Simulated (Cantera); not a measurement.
**Gas-phase reforming**

An isothermal, constant-pressure homogeneous reactor starts with 41.0 % CH₄, 49.2 % H₂O, 9.84 % H₂, at 1725 K and 100000 Pa.

Detailed kinetics in Cantera: GRI-Mech 3.0 (53 species, 325 reactions).

```tsv
t (s)	x CH₄	x H₂O	x H₂	x HCO	x C₂H₂
1.00e-6	0.410	0.492	0.0984	<1e-12	<1e-12
8.18e-6	0.409	0.492	0.0985	2.15e-12	1.45e-9
6.69e-5	0.406	0.491	0.100	1.80e-9	8.52e-6
0.000547	0.369	0.482	0.132	2.09e-8	0.00504
0.00447	0.207	0.420	0.299	9.88e-9	0.0657
0.0366	0.0547	0.335	0.476	4.71e-9	0.109
0.299	0.0248	0.199	0.600	1.18e-8	0.0635
2.45	0.00914	0.0746	0.703	2.27e-8	0.0118
20.0	0.000788	0.0425	0.732	2.60e-8	9.47e-5
```
x: mole fraction; the columns are a selection and need not sum to one.

Equilibrium at this temperature and pressure: CH₄ 8.67e-7, H₂O 0.0415, H₂ 0.733, HCO 2.61e-8, C₂H₂ 1.79e-10 (gas phase only).
